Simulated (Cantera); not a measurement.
An isothermal, constant-pressure homogeneous reactor starts with C₂H₆ : N₂ = 1 : 2.9 (molar parts), at 1125 K and 113 Torr.

Model: GRI-Mech 3.0 (53 species, 325 reactions), integrated in Cantera. GRI-Mech 3.0 stops at C3 and has no aromatics, soot or wall deposition, so with more carbon than oxygen in the feed, carbon stays in small species such as C2H2 where larger ones or solid carbon would form.

x: mole fraction; the columns are a selection and need not sum to one.

```csv
t (s),x C₂H₆,x CH₄,x C₂H₂,x CH₃,x C₂H₄,x H,x HCN
1.00e-6,0.256,7.32e-11,<1e-12,3.05e-8,<1e-12,6.00e-12,<1e-12
4.64e-6,0.256,(withheld),<1e-12,(withheld),3.46e-11,2.32e-11,<1e-12
2.15e-5,0.256,3.29e-8,<1e-12,6.25e-7,3.23e-9,4.05e-10,<1e-12
0.000100,0.256,6.28e-7,<1e-12,2.42e-6,2.90e-7,8.04e-9,<1e-12
0.000464,0.256,8.46e-6,9.90e-11,5.65e-6,1.99e-5,1.08e-7,<1e-12
0.00215,0.255,7.02e-5,1.15e-7,9.95e-6,0.000682,6.15e-7,<1e-12
0.0100,0.245,0.000712,1.93e-5,1.89e-5,0.00860,1.11e-6,<1e-12
0.0464,0.197,0.00402,0.000450,1.68e-5,0.0448,1.24e-6,<1e-12
0.215,(withheld),(withheld),(withheld),(withheld),(withheld),(withheld),1.05e-12
1.00,0.00350,0.0258,0.0197,2.46e-6,0.167,8.94e-7,1.18e-12
4.64,0.00167,0.0302,0.0441,1.88e-6,0.138,6.69e-7,1.25e-12
21.5,0.00128,0.0434,0.0695,2.11e-6,0.102,5.60e-7,1.52e-12
100,0.000998,0.0716,0.0718,2.39e-6,0.0883,3.50e-7,2.26e-12
```

### Question
Fill in the missing entries.

### Answer

- 4.64e-6, x CH₄: 1.57e-9
- 4.64e-6, x CH₃: 1.40e-7
- 0.215, x C₂H₆: 0.0678
- 0.215, x CH₄: 0.0158
- 0.215, x C₂H₂: 0.00452
- 0.215, x CH₃: 1.01e-5
- 0.215, x C₂H₄: 0.138
- 0.215, x H: 1.64e-6
